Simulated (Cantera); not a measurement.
A perfectly stirred reactor is fed with 33.5 % H₂, 14.0 % O₂, 52.6 % N₂, equivalence ratio 1.2, at 0.380 bar; it is adiabatic with a 550 K inlet, and is followed from long to short residence time, starting on the burning branch (τ in s: 0.072, 0.027, 0.0098, 0.0036, 0.0014, 0.0005, 0.00019, 6.9e-05, 2.5e-05, 9.4e-06, 3.5e-06).

Computed with Cantera and GRI-Mech 3.0 (53 species, 325 reactions).

x: mole fraction; the columns are a selection and need not sum to one.

| τ (s) | T (K) | x H₂ | x O₂ | x OH | x N₂O | x NO₂ |
|---|---|---|---|---|---|---|
| 0.072 | 2441 | 0.0690 | 0.00188 | 0.00949 | 3.88e-8 | 5.77e-8 |
| 0.027 | 2405 | 0.0698 | (withheld) | (withheld) | (withheld) | (withheld) |
| 0.0098 | 2328 | 0.0715 | 0.00425 | 0.0132 | 2.28e-8 | 1.87e-8 |
| 0.0036 | 2201 | 0.0740 | 0.00699 | 0.0154 | 1.70e-8 | 5.47e-9 |
| 0.0014 | 2038 | 0.0759 | 0.0104 | 0.0161 | 1.52e-8 | 1.93e-9 |
| 0.00050 | 1830 | 0.0762 | 0.0149 | 0.0147 | 1.48e-8 | 1.04e-9 |
| 0.00019 | 1622 | 0.0760 | 0.0202 | 0.0116 | 1.42e-8 | 6.28e-10 |
| 6.9e-5 | 1398 | 0.0873 | 0.0310 | 0.00751 | 1.21e-8 | 2.68e-10 |
| 2.5e-5 | 550 | 0.335 | 0.140 | <1e-12 | <1e-12 | <1e-12 |
| 9.4e-6 | 550 | 0.335 | 0.140 | <1e-12 | <1e-12 | <1e-12 |
| 3.5e-6 | 550 | 0.335 | 0.140 | <1e-12 | <1e-12 | <1e-12 |

Question: What belongs in the gaps?

Answer: 
- 0.027, x O₂: 0.00262
- 0.027, x OH: 0.0109
- 0.027, x N₂O: 3.16e-8
- 0.027, x NO₂: 4.13e-8
